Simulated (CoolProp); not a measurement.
Vapour-liquid equilibrium of fluoroethane (R161) (1) + R1234yf (2) at -53.15 °C; x and y are mole fractions of (1).

Model: multi-fluid Helmholtz-energy mixture model, Wu 2012 and Lemmon 2022; pair parameters Bell 2016, in CoolProp.

### Question
Give the bubble pressure and the first vapour's composition at x = 0.05, 0.575, 0.95. Is there an azeotrope?

### Answer
x = 0.05: 0.03245 MPa, y = 0.082; x = 0.575: 0.04206 MPa, y = 0.664; x = 0.95: 0.04628 MPa, y = 0.959. No azeotrope shows between x = 0.05 and 0.95.

Pair parameters are fitted to limited data, so mixtures are less certain than the pure fluids.
